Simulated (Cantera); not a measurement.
# Diamond growth

A diamond (100) surface in a fixed gas of H2 with x(CH4) = 0.013, x(H) = 0.0024, x(CH3) = 8.4e-05, 15000 Pa; coverages are run to steady state.

Model: the Harris–Goodwin 1993 mechanism for the reconstructed diamond (100) surface, integrated in Cantera.

```tsv
T (K)	growth (µm/h)	θ c6HH	θ c6H*	θ c6*H	θ c6**	θ c6HM
925	4.38	0.647	0.0119	0.304	0.00518	0.0253
1000	6.28	0.584	0.0179	0.365	0.00920	0.0179
1075	7.64	0.526	0.0249	0.417	0.0147	0.0118
1150	6.79	0.476	0.0326	0.460	0.0217	0.00598
1225	4.26	0.433	0.0405	0.493	0.0296	0.00201
1300	2.76	0.397	0.0483	0.515	0.0377	0.000532
1375	2.35	0.369	0.0558	0.529	0.0454	0.000134
```
θ: site fractions in the mechanism's names (c6HH fully hydrogenated, c6H* and c6*H radical sites, c6** diradical, c6HM methylated).
